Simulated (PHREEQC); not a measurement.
2 g of hydrous ferric oxide (600 m²/g; 0.2 weak and 0.005 strong sites per Fe, Dzombak-Morel constants, diffuse double layer) in 1 kg of water with 0.01 mol/kgw of an inert sodium salt and 0.011 mmol/kgw MgCl2, at 25 °C; the pH is set by adding NaOH or the inert anion's acid. O2 is buffered at 0.21 atm. No CO2 enters from the air. Precipitation was switched off in this run.

Base run: PHREEQC, ion-association model, wateq4f.dat. Each further column changes one thing. The table gives surface charge σ (C/m²).

```json
[
 {"pH": "4", "base": "0.222", "background salt from 0.01 to 0.001 mol/kgw": "0.140", "oxide from 2 to 10 g/kgw": "0.244"},
 {"pH": "5.12", "base": "0.106", "background salt from 0.01 to 0.001 mol/kgw": "0.050", "oxide from 2 to 10 g/kgw": "0.114"},
 {"pH": "5.88", "base": "0.056", "background salt from 0.01 to 0.001 mol/kgw": "0.023", "oxide from 2 to 10 g/kgw": "0.059"},
 {"pH": "7", "base": "0.017", "background salt from 0.01 to 0.001 mol/kgw": "0.006", "oxide from 2 to 10 g/kgw": "0.018"},
 {"pH": "8.12", "base": "0.000", "background salt from 0.01 to 0.001 mol/kgw": "0.000", "oxide from 2 to 10 g/kgw": "0.000"},
 {"pH": "8.88", "base": "-0.011", "background salt from 0.01 to 0.001 mol/kgw": "-0.004", "oxide from 2 to 10 g/kgw": "-0.011"},
 {"pH": "10", "base": "-0.041", "background salt from 0.01 to 0.001 mol/kgw": "-0.016", "oxide from 2 to 10 g/kgw": "-0.042"}
]
```
